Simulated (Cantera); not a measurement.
**Diamond growth**

A diamond (100) surface in a fixed gas of H2 with x(CH4) = 0.0087, x(CH3) = 2.3e-05, at 1050 K, 0.0900 bar; coverages are run to steady state.

Cantera simulation using the Harris–Goodwin 1993 mechanism for the reconstructed diamond (100) surface; the numbers are that mechanism's predictions, not measurements.

| x(H) | growth (µm/h) | θ c6HH | θ c6H* | θ c6*H | θ c6** | θ c6HM |
|---|---|---|---|---|---|---|
| 0.0001 | 0.222 | 0.598 | 0.0197 | 0.353 | 0.00533 | 0.0160 |
| 0.00026 | 0.497 | 0.566 | 0.0214 | 0.383 | 0.00874 | 0.0141 |
| 0.00066 | 0.830 | 0.555 | 0.0222 | 0.398 | 0.0113 | 0.00938 |
| 0.0017 | 1.10 | 0.553 | 0.0227 | 0.405 | 0.0127 | 0.00485 |
| 0.0043 | 1.25 | 0.552 | 0.0229 | 0.409 | 0.0133 | 0.00219 |
| 0.011 | 1.32 | 0.552 | 0.0231 | 0.410 | 0.0137 | 0.000905 |
| 0.028 | 1.35 | 0.552 | 0.0235 | 0.410 | 0.0138 | 0.000364 |
| 0.073 | 1.37 | 0.552 | 0.0244 | 0.409 | 0.0140 | 0.000142 |
| 0.19 | 1.40 | 0.552 | 0.0265 | 0.407 | 0.0144 | 5.53e-5 |
θ: site fractions in the mechanism's names (c6HH fully hydrogenated, c6H* and c6*H radical sites, c6** diradical, c6HM methylated).
